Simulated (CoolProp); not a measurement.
Values from CoolProp's reference Helmholtz-energy equation of state, Smukala 2000.

Q: Give the vapour pressure (bar), liquid density (kg/m³), vapour density (kg/m³), enthalpy of vaporisation (kJ/kg) of saturated ethylene at 168.8, 176.4, 191.7 K.

A: 
```json
[
 {"T (K)": "168.8", "p (bar)": "0.979", "liquid density (kg/m³)": "568", "vapour density (kg/m³)": "2.02", "enthalpy of vaporisation (kJ/kg)": "483"},
 {"T (K)": "176.4", "p (bar)": "1.50", "liquid density (kg/m³)": "558", "vapour density (kg/m³)": "3.01", "enthalpy of vaporisation (kJ/kg)": "472"},
 {"T (K)": "191.7", "p (bar)": "3.19", "liquid density (kg/m³)": "534", "vapour density (kg/m³)": "6.07", "enthalpy of vaporisation (kJ/kg)": "447"}
]
```
